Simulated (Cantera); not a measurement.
A Cantera script and what it prints.

```python
import numpy as np
import cantera as ct

gas_names = [...]  # 95 gases of nasa_gas.yaml made of C, F, H
cond_names = """
    C(gr) C6H6(L) C7H8(L) C8H18(L),n-octa
""".split()


# ... load() reads the species with a 1 bar reference pressure and builds the phases ...
atoms = {
    'C2F6': {'C': 2, 'F': 6},
    'F2': {'F': 2},
    'H2': {'H': 2},
}
top_T = {'C(gr)': 4500}  # K; cautious upper limits of use, not melting points


# ... equilibrate(T, P, feed) seeds the gas with the atoms and calls Mixture.equilibrate('TP', solver="vcs", rtol=1e-11, max_steps=5000) ...
results = []
T = 2425  # K
P = 52  # Pa
for m in [0.018, 0.029, 0.046, 0.074, 0.12, 0.19, 0.3, 0.47, 0.74, 1.2, 1.9]:
    feed = {'C2F6': 1, 'F2': m, 'H2': 4}  # mol
    mix = equilibrate(T, P, feed)
    results.append((T, P, feed, dict(zip(mix.species_names, mix.species_moles))))
    x = sorted(zip(gas.X, gas.species_names), reverse=True)
    print(f"T = {T:g} K  P = {P:g} Pa  n(F2) = {m:g} mol  gas = {mix.phase_moles(0):.4g} mol")
    print("   x: " + "  ".join(f"{s} {v:.3e}" for v, s in x if v > 0.0001))
    print("   condensed (mol): " + ("  ".join(f"{mix.phase(i).name} {mix.phase_moles(i):.4g}"
          for i in range(1, mix.n_phases) if mix.phase_moles(i) > 1e-12) or "none"))
```

Output:

```
T = 2425 K  P = 52 Pa  n(F2) = 0.018 mol  gas = 7.687 mol
   x: HF 7.802e-01  H 1.680e-01  H2 4.584e-02  F 4.887e-03  C2H2,acetylene 3.579e-04  C3 2.867e-04  CF 1.257e-04  C 1.105e-04
   condensed (mol): C(gr) 1.984
T = 2425 K  P = 52 Pa  n(F2) = 0.029 mol  gas = 7.693 mol
   x: HF 7.824e-01  H 1.666e-01  H2 4.506e-02  F 4.943e-03  C2H2,acetylene 3.518e-04  C3 2.867e-04  CF 1.272e-04  C 1.105e-04
   condensed (mol): C(gr) 1.984
T = 2425 K  P = 52 Pa  n(F2) = 0.046 mol  gas = 7.703 mol
   x: HF 7.857e-01  H 1.644e-01  H2 4.386e-02  F 5.031e-03  C2H2,acetylene 3.425e-04  C3 2.867e-04  CF 1.294e-04  C 1.105e-04
   condensed (mol): C(gr) 1.985
T = 2425 K  P = 52 Pa  n(F2) = 0.074 mol  gas = 7.718 mol
   x: HF 7.912e-01  H 1.607e-01  H2 4.192e-02  F 5.182e-03  C2H2,acetylene 3.273e-04  C3 2.867e-04  CF 1.333e-04  C 1.105e-04
   condensed (mol): C(gr) 1.985
T = 2425 K  P = 52 Pa  n(F2) = 0.12 mol  gas = 7.744 mol
   x: HF 8.002e-01  H 1.546e-01  H2 3.880e-02  F 5.448e-03  C2H2,acetylene 3.029e-04  C3 2.867e-04  CF 1.402e-04  C 1.105e-04
   condensed (mol): C(gr) 1.985
T = 2425 K  P = 52 Pa  n(F2) = 0.19 mol  gas = 7.782 mol
   x: HF 8.138e-01  H 1.452e-01  H2 3.422e-02  F 5.899e-03  C3 2.867e-04  C2H2,acetylene 2.672e-04  CF 1.518e-04  C 1.105e-04
   condensed (mol): C(gr) 1.986
T = 2425 K  P = 52 Pa  n(F2) = 0.3 mol  gas = 7.841 mol
   x: HF 8.348e-01  H 1.301e-01  H2 2.746e-02  F 6.755e-03  C3 2.867e-04  C2H2,acetylene 2.144e-04  CF 1.738e-04  C 1.105e-04
   condensed (mol): C(gr) 1.986
T = 2425 K  P = 52 Pa  n(F2) = 0.47 mol  gas = 7.928 mol
   x: HF 8.665e-01  H 1.058e-01  H2 1.819e-02  F 8.617e-03  C3 2.867e-04  CF 2.217e-04  C2H2,acetylene 1.420e-04  C 1.105e-04
   condensed (mol): C(gr) 1.987
T = 2425 K  P = 52 Pa  n(F2) = 0.74 mol  gas = 8.068 mol
   x: HF 9.120e-01  H 6.547e-02  F 1.466e-02  H2 6.959e-03  CF 3.772e-04  C3 2.867e-04  C 1.105e-04
   condensed (mol): C(gr) 1.987
T = 2425 K  P = 52 Pa  n(F2) = 1.2 mol  gas = 8.539 mol
   x: HF 9.202e-01  F 6.117e-02  H 1.583e-02  CF 1.574e-03  H2 4.070e-04  CF2 3.799e-04  C3 2.867e-04  C 1.105e-04
   condensed (mol): C(gr) 1.974
T = 2425 K  P = 52 Pa  n(F2) = 1.9 mol  gas = 9.82 mol
   x: HF 8.097e-01  F 1.772e-01  H 4.809e-03  CF 4.560e-03  CF2 3.189e-03  C3 2.867e-04  C 1.105e-04
   condensed (mol): C(gr) 1.914
```

Method: chemical equilibrium by Gibbs-energy minimisation in Cantera with the NASA 1993 tables (ideal gas, pure condensed phases). The feed counts by its element totals alone.
